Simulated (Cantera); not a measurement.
Input (Python, Cantera) and output of one run.

```python
import numpy as np
import cantera as ct

gas_names = """
    H HNO HNO2 HNO3 HO2 H2 H2O H2O2 N NH NH2 NH3 NH2OH NO NO2 NO3 N2 N2H2 N2H4 N2O O OH O2 O3 Pb PbO Pb2
""".split()
cond_names = """
    H2O(s) H2O(L) Pb(cr) Pb(L) PbO(rd) PbO(yw) PbO(L) PbO2(s) Pb3O4(s)
""".split()


# ... load() reads the species with a 1 bar reference pressure and builds the phases ...
atoms = {
    'PbO': {'Pb': 1, 'O': 1},
    'H2': {'H': 2},
    'N2': {'N': 2},
}
top_T = {'Pb3O4(s)': 820}  # K; cautious upper limits of use, not melting points


# ... equilibrate(T, P, feed) seeds the gas with the atoms and calls Mixture.equilibrate('TP', solver="vcs", rtol=1e-11, max_steps=5000) ...
results = []
feed = {'PbO': 1, 'H2': 0.49, 'N2': 3.3}  # mol
P = 10000  # Pa
for T in [450, 550, 650, 750, 850, 950, 1050, 1150, 1250, 1350]:
    mix = equilibrate(T, P, feed)
    results.append((T, P, feed, dict(zip(mix.species_names, mix.species_moles))))

top = {s: max(r[3][s] / sum(r[3][g] for g in gas_names) for r in results) for s in gas_names}
cols = sorted((s for s in top if top[s] > 1e-05), key=lambda s: -top[s])[:8]
seen = [c for c in cond_names if any(r[3].get(c, 0) > 1e-12 for r in results)]
print("log10 of partial pressures in bar; condensed amounts in mol")
print(f"{'T/K':>10s}" + "".join(f"{s[:9]:>10s}" for s in cols + seen))
for T, P, feed, n in results:
    ng = sum(n[g] for g in gas_names)
    print(f"{T:10.4g}" + "".join(f"{np.log10(max(n[s] / ng * P / 1e5, 1e-99)):10.3f}" for s in cols)
          + "".join(f"{n.get(c, 0):10.4g}" for c in seen))
```

Output:

```
log10 of partial pressures in bar; condensed amounts in mol
       T/K        N2       H2O        Pb       PbO        H2    Pb(cr)     Pb(L)   PbO(rd)   PbO(yw)    PbO(L)
       450    -1.060    -1.888   -16.907   -24.611    -7.385      0.49         0      0.51         0         0
       550    -1.060    -1.888   -12.816   -18.564    -6.840      0.49         0      0.51         0         0
       650    -1.060    -1.888   -10.029   -14.406    -6.467         0      0.49      0.51         0         0
       750    -1.060    -1.888    -8.023   -11.378    -6.202         0      0.49      0.51         0         0
       850    -1.060    -1.888    -6.497    -9.080    -5.984         0    0.4899         0      0.51         0
       950    -1.060    -1.889    -5.298    -7.278    -5.802         0    0.4897         0    0.5101         0
      1050    -1.060    -1.889    -4.332    -5.830    -5.645         0    0.4881         0      0.51         0
      1150    -1.061    -1.890    -3.538    -4.643    -5.509         0    0.4789         0    0.5093         0
      1250    -1.067    -1.895    -2.874    -3.738    -5.308         0    0.4383         0         0    0.5032
      1350    -1.087    -1.915    -2.310    -2.984    -5.137         0    0.2925         0         0    0.4685
```

Cantera equilibrium calculation (NASA polynomials, part measured and part estimated; ideal gas, pure solids and liquids). Each liquid is taken as pure. Mutual solubility and eutectic melting of coexisting phases are not modelled. Gases not in the tables: (PbO)n polymers.
